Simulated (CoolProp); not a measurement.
Aqueous methanol as a coolant, 35 % by mass, freezing at -31.9 °C, 1 atm.

Model: Melinder's fits for secondary coolants, in CoolProp.

```json
[
 {"T (°C)": "-24.1", "viscosity (mPa s)": "11.6", "Prandtl number": "107", "density (kg/m³)": "963.5", "cp (kJ/(kg K))": "3.511"},
 {"T (°C)": "-19.8", "viscosity (mPa s)": "9.19", "Prandtl number": "85.2", "density (kg/m³)": "961.8", "cp (kJ/(kg K))": "3.563"},
 {"T (°C)": "-15.5", "viscosity (mPa s)": "7.37", "Prandtl number": "68.8", "density (kg/m³)": "960.1", "cp (kJ/(kg K))": "3.613"},
 {"T (°C)": "-11.2", "viscosity (mPa s)": "5.99", "Prandtl number": "56.3", "density (kg/m³)": "958.3", "cp (kJ/(kg K))": "3.661"},
 {"T (°C)": "-6.9", "viscosity (mPa s)": "…", "Prandtl number": "46.6", "density (kg/m³)": "956.4", "cp (kJ/(kg K))": "3.706"},
 {"T (°C)": "-2.6", "viscosity (mPa s)": "4.10", "Prandtl number": "38.9", "density (kg/m³)": "954.5", "cp (kJ/(kg K))": "3.748"},
 {"T (°C)": "1.7", "viscosity (mPa s)": "3.45", "Prandtl number": "32.9", "density (kg/m³)": "952.5", "cp (kJ/(kg K))": "3.787"},
 {"T (°C)": "6", "viscosity (mPa s)": "2.93", "Prandtl number": "28.0", "density (kg/m³)": "950.4", "cp (kJ/(kg K))": "3.823"},
 {"T (°C)": "10.2", "viscosity (mPa s)": "2.52", "Prandtl number": "24.2", "density (kg/m³)": "948.4", "cp (kJ/(kg K))": "3.854"},
 {"T (°C)": "14.5", "viscosity (mPa s)": "2.18", "Prandtl number": "…", "density (kg/m³)": "946.2", "cp (kJ/(kg K))": "3.882"},
 {"T (°C)": "18.8", "viscosity (mPa s)": "1.90", "Prandtl number": "18.2", "density (kg/m³)": "943.9", "cp (kJ/(kg K))": "3.905"},
 {"T (°C)": "23.1", "viscosity (mPa s)": "1.67", "Prandtl number": "16.0", "density (kg/m³)": "941.6", "cp (kJ/(kg K))": "3.925"},
 {"T (°C)": "27.4", "viscosity (mPa s)": "…", "Prandtl number": "14.1", "density (kg/m³)": "939.2", "cp (kJ/(kg K))": "3.939"},
 {"T (°C)": "31.7", "viscosity (mPa s)": "1.31", "Prandtl number": "12.5", "density (kg/m³)": "936.7", "cp (kJ/(kg K))": "3.949"}
]
```

Problem. Complete the blanks.

Solution. 
- -6.9, viscosity (mPa s): 4.92
- 14.5, Prandtl number: 20.9
- 27.4, viscosity (mPa s): 1.48
